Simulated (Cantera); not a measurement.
A closed system holds: 1 mol Si2H6, a varied amount of HCl, 130 mol N2, equilibrated at 1823 K and 19000 Pa.

Equilibrium computed with Cantera from the NASA thermochemical tables; the gas is ideal and each condensed phase is pure. Candidate condensed phases: NH4Cl, Si, Si3N4; 28 gas species. The feed counts by its element totals alone. The numbers say what is thermodynamically allowed, not how fast it happens.

**Question.** What share of the Si ends up in condensed phases as a function of n(HCl) (mol), at 0.15, 0.41, 0.67, 0.93, 1.2, 1.5, 1.7, 2, 2.2?

**Answer.** 
| n(HCl) (mol) | Si condensed (%) | as |
|---|---|---|
| 0.15 | 99.8 | Si3N4(s) |
| 0.41 | 98.8 | Si3N4(s) |
| 0.67 | 97.3 | Si3N4(s) |
| 0.93 | 95.4 | Si3N4(s) |
| 1.2 | 93.1 | Si3N4(s) |
| 1.5 | 90.2 | Si3N4(s) |
| 1.7 | 88.1 | Si3N4(s) |
| 2 | 84.9 | Si3N4(s) |
| 2.2 | 82.6 | Si3N4(s) |
